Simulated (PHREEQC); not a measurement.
Make-up at 20 °C: 0.062 mol AlCl3, 0.033 mol NaHCO3 and 0.0001 mol H4SiO4 per kg of water. Closed to the air; pH follows from the charge balance.

All values are PHREEQC results (ion-association model, phreeqc.dat), not measurements.

Precipitation was switched off in this run.

Task: What pH, density, ionic strength does the model give?

Result: pH 5.22; density 1.007 g/cm³; ionic strength 0.321 mol/kgw.

Task: In which forms is C present?

Result: CO2 90 %, HCO3- 9.4 % of the C.

Examples of supersaturated solids here: Al(OH)3(a), Gibbsite (slow to form). Others may be too.
